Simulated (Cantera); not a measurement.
# Adiabatic ignition

An adiabatic, constant-pressure homogeneous reactor starts with H₂ : O₂ : N₂ = 1 : 0.333 : 1.25 (molar parts), equivalence ratio 1.5, at 1700 K and 1130 Torr.

Detailed kinetics in Cantera: the H2/O2 subset of GRI-Mech 3.0, which has no nitrogen chemistry.

```
t (s)     T (K)   x H₂     x O₂       x O    x HO₂      x H   x H₂O₂    x H₂O
--------  -----  -----  -------  --------  -------  -------  -------  -------
3.00e-6    1701  0.384    0.128  0.000184  2.81e-5  0.00179  8.10e-7  0.00202
7.25e-6    2032  0.121   0.0133    0.0191  9.47e-6    0.137  7.38e-7    0.194
1.75e-5    2430  0.134  0.00877    0.0133  4.91e-6   0.0943  2.81e-7    0.212
4.24e-5    2759  0.141  0.00524   0.00782  3.44e-6   0.0625  2.29e-7    0.233
0.000103   2942  0.143  0.00339   0.00495  3.04e-6   0.0459  2.73e-7    0.246
0.000248   2964  0.143  0.00317   0.00462  2.97e-6   0.0440  2.80e-7    0.248
0.000599   2964  0.143  0.00317   0.00462  2.97e-6   0.0440  2.80e-7    0.248
0.00145    2964  0.143  0.00317   0.00462  2.97e-6   0.0440  2.80e-7    0.248
0.00350    2964  0.143  0.00317   0.00462  2.97e-6   0.0440  2.80e-7    0.248
0.00847    2964  0.143  0.00317   0.00462  2.97e-6   0.0440  2.80e-7    0.248
0.0205     2964  0.143  0.00317   0.00462  2.97e-6   0.0440  2.80e-7    0.248
0.0495     2964  0.143  0.00317   0.00462  2.97e-6   0.0440  2.80e-7    0.248
0.120      2964  0.143  0.00317   0.00462  2.97e-6   0.0440  2.80e-7    0.248
0.290      2964  0.143  0.00317   0.00462  2.97e-6   0.0440  2.80e-7    0.248
0.700      2964  0.143  0.00317   0.00462  2.97e-6   0.0440  2.80e-7    0.248
```
x: mole fraction; the columns are a selection and need not sum to one.

```yaml
time_of_steepest_temperature_rise: 5.06 µs
temperature at 0.700 s: 2964 K
equilibrium_temperature: 2964 K
x(H₂) at 0.700 s: 0.143 (gas-phase equilibrium 0.143)
x(O₂) at 0.700 s: 0.00317 (gas-phase equilibrium 0.00317)
x(O) at 0.700 s: 0.00462 (gas-phase equilibrium 0.00462)
```
